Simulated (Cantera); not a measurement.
A perfectly stirred reactor is fed with CH4 : C2H6 : C3H8 : O2 : N2 = 1 : 0.34 : 0.046 : 4.33 : 16.3 (molar parts), equivalence ratio 0.79, at 4.93 atm; it is adiabatic with a 475 K inlet, and is followed from long to short residence time, starting on the burning branch (τ in s: 0.14, 0.055, 0.022, 0.0086, 0.0034, 0.0013, 0.00053, 0.00021, 8.4e-05, 3.3e-05).

Cantera simulation using GRI-Mech 3.0 (53 species, 325 reactions); the numbers are that mechanism's predictions, not measurements.

Task: What does this change do: N2 16.3 to 12 parts?

Result: 
| quantity | before | after |
|---|---|---|
| blow-out, bracketed by the residence times tried | burning at 33.0 µs, the shortest tried | burning at 33.0 µs, the shortest tried |
| x(CH4) at τ = 0.140 s | 6.41e-7 | 1.86e-7 |
| x(C2H6) at τ = 0.140 s | 2.91e-8 | 8.18e-9 |
| x(C3H8) at τ = 0.140 s | 4.16e-9 | 1.44e-9 |
| x(C2H4) at τ = 0.140 s | 1.13e-7 | 2.72e-8 |
| x(HCN) at τ = 0.140 s | 5.94e-8 | 4.34e-8 |
| x(CH4) at τ = 1.30 ms | 3.05e-5 | 1.55e-5 |
| x(C2H6) at τ = 1.30 ms | 2.09e-6 | 7.99e-7 |
| x(C3H8) at τ = 1.30 ms | 2.91e-7 | 1.33e-7 |
| x(C2H4) at τ = 1.30 ms | 6.58e-6 | 2.42e-6 |
| x(HCN) at τ = 1.30 ms | 1.95e-7 | 3.99e-7 |

Task: What does this change do: O2 4.33 to 5.6 parts?

Result: 
```tsv
quantity	before	after
blow-out, bracketed by the residence times tried	burning at 33.0 µs, the shortest tried	burning at 33.0 µs, the shortest tried
x(CH4) at τ = 0.140 s	6.41e-7	7.03e-7
x(C2H6) at τ = 0.140 s	2.91e-8	3.85e-8
x(C3H8) at τ = 0.140 s	4.16e-9	5.25e-9
x(C2H4) at τ = 0.140 s	1.13e-7	1.49e-7
x(HCN) at τ = 0.140 s	5.94e-8	2.49e-8
x(CH4) at τ = 1.30 ms	3.05e-5	3.43e-5
x(C2H6) at τ = 1.30 ms	2.09e-6	2.55e-6
x(C3H8) at τ = 1.30 ms	2.91e-7	3.56e-7
x(C2H4) at τ = 1.30 ms	6.58e-6	8.25e-6
x(HCN) at τ = 1.30 ms	1.95e-7	4.66e-8
```
